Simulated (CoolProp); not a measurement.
Properties of oxygen along the isobar 3260 kPa.

Computed with CoolProp (reference Helmholtz-energy equation of state, Schmidt 1985).

```json
[
 {"T (K)": "110.7", "phase": "liquid", "expansivity (1/kK)": "5.450", "conductivity (mW/(m K))": "124"},
 {"T (K)": "118", "phase": "liquid", "expansivity (1/kK)": "6.238", "conductivity (mW/(m K))": "113"},
 {"T (K)": "125.3", "phase": "liquid", "expansivity (1/kK)": "7.427", "conductivity (mW/(m K))": "102"},
 {"T (K)": "132.6", "phase": "liquid", "expansivity (1/kK)": "9.473", "conductivity (mW/(m K))": "91.2"},
 {"T (K)": "139.9", "phase": "liquid", "expansivity (1/kK)": "14.11", "conductivity (mW/(m K))": "79.5"},
 {"T (K)": "147.3", "phase": "gas", "expansivity (1/kK)": "25.17", "conductivity (mW/(m K))": "19.9"},
 {"T (K)": "154.6", "phase": "gas", "expansivity (1/kK)": "16.72", "conductivity (mW/(m K))": "19.1"},
 {"T (K)": "161.9", "phase": "gas", "expansivity (1/kK)": "13.12", "conductivity (mW/(m K))": "19.0"},
 {"T (K)": "169.2", "phase": "gas", "expansivity (1/kK)": "11.01", "conductivity (mW/(m K))": "19.1"},
 {"T (K)": "176.5", "phase": "gas", "expansivity (1/kK)": "9.589", "conductivity (mW/(m K))": "19.4"},
 {"T (K)": "183.8", "phase": "gas", "expansivity (1/kK)": "8.558", "conductivity (mW/(m K))": "19.8"},
 {"T (K)": "191.1", "phase": "gas", "expansivity (1/kK)": "7.768", "conductivity (mW/(m K))": "20.2"},
 {"T (K)": "198.5", "phase": "gas", "expansivity (1/kK)": "7.131", "conductivity (mW/(m K))": "20.7"},
 {"T (K)": "205.8", "phase": "gas", "expansivity (1/kK)": "6.616", "conductivity (mW/(m K))": "21.1"},
 {"T (K)": "213.1", "phase": "gas", "expansivity (1/kK)": "6.184", "conductivity (mW/(m K))": "21.6"},
 {"T (K)": "220.4", "phase": "gas", "expansivity (1/kK)": "5.816", "conductivity (mW/(m K))": "22.2"}
]
```

Thermal conductivity comes from a separate model (Lemmon 2004).
